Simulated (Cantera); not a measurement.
Input (Python, Cantera) and output of one run.

```python
import numpy as np
import cantera as ct

gas_names = """
    H HNO HNO2 HNO3 HO2 H2 H2O H2O2 N NH NH2 NH3 NH2OH NO NO2 NO3 N2 N2H2 N2H4 N2O O OH O2 O3 Pb PbO Pb2
""".split()
cond_names = """
    H2O(s) H2O(L) Pb(cr) Pb(L) PbO(rd) PbO(yw) PbO(L) PbO2(s) Pb3O4(s)
""".split()


# ... load() reads the species with a 1 bar reference pressure and builds the phases ...
atoms = {
    'PbO': {'Pb': 1, 'O': 1},
    'H2': {'H': 2},
    'N2': {'N': 2},
}
top_T = {'Pb3O4(s)': 820}  # K; cautious upper limits of use, not melting points


# ... equilibrate(T, P, feed) seeds the gas with the atoms and calls Mixture.equilibrate('TP', solver="vcs", rtol=1e-11, max_steps=5000) ...
results = []
feed = {'PbO': 1, 'H2': 0.068, 'N2': 8.9}  # mol
T = 1573.15  # K
P = 560  # Pa
mix = equilibrate(T, P, feed)
results.append((T, P, feed, dict(zip(mix.species_names, mix.species_moles))))
print(gas.report(threshold=0.001))
for i in range(1, mix.n_phases):
    print(f"{mix.phase(i).name:16s} {mix.phase_moles(i):12.5e} mol")
```

It prints:

```
       temperature   1573.2 K
          pressure   560 Pa
           density   0.0019928 kg/m^3
  mean mol. weight   46.546 kg/kmol
   phase of matter   gas

                          1 kg             1 kmol
                     ---------------   ---------------
          enthalpy        1.1067e+06        5.1514e+07  J
   internal energy        8.2573e+05        3.8434e+07  J
           entropy            6294.3        2.9297e+05  J/K
    Gibbs function       -8.7952e+06       -4.0938e+08  J
 heat capacity c_p            745.44             34697  J/K
 heat capacity c_v            566.81             26382  J/K

                      mass frac. Y      mole frac. X     chem. pot. / RT
                     ---------------   ---------------   ---------------
               H2O         0.0025761          0.006656           -55.154
                N2           0.52733           0.87617           -31.477
                O2          0.012422          0.018069           -37.138
                Pb           0.19328          0.043419           -16.624
               PbO           0.26401          0.055057           -35.193
     [  +22 minor]        0.00037793        0.00062885

Pb(L)             0.00000e+00 mol
PbO(L)            0.00000e+00 mol
```

These are equilibrium values from Cantera (NASA tables, ideal gas, pure condensed phases), not measurements of a reactor. Gases not in the tables: (PbO)n polymers.
